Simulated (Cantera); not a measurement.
An adiabatic, constant-volume homogeneous reactor starts with 8.60 % CH₄, 0.482 % CO, 15.8 % O₂, 59.6 % N₂, 15.5 % CO₂, at 1750 K and 0.987 atm.

Model: GRI-Mech 3.0 (53 species, 325 reactions), integrated in Cantera.

Q: Predict: time of steepest temperature rise; temperature at 0.100 s; equilibrium temperature; x(CO) at 0.100 s; x(O₂) at 0.100 s; x(N₂O) at 0.100 s; x(H) at 0.100 s; x(CO₂) at 0.100 s.

A: 
| Property | Result |
|---|---|
| time of steepest temperature rise | 0.180 ms |
| temperature at 0.100 s | 2741 K |
| equilibrium temperature | 2741 K |
| x(CO) at 0.100 s | 0.0864 (gas-phase equilibrium 0.0864) |
| x(O₂) at 0.100 s | 0.0237 (gas-phase equilibrium 0.0237) |
| x(N₂O) at 0.100 s | 5.81e-7 (gas-phase equilibrium 5.81e-7) |
| x(H) at 0.100 s | 0.00569 (gas-phase equilibrium 0.00569) |
| x(CO₂) at 0.100 s | 0.145 (gas-phase equilibrium 0.145) |
